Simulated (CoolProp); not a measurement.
The numbers come from the reference Helmholtz-energy equation of state, Thol 2015 in CoolProp.

For 1,2-dichloroethane, give the phase and the expansivity (1/kK), fugacity coefficient at 500 K and 13.1 MPa; 500 K and 26.1 MPa; 500 K and 39.2 MPa.


- 500 K and 13.1 MPa: liquid; expansivity 2.12, fugacity coefficient 0.177
- 500 K and 26.1 MPa: liquid; expansivity 1.61, fugacity coefficient 0.123
- 500 K and 39.2 MPa: liquid; expansivity 1.36, fugacity coefficient 0.112
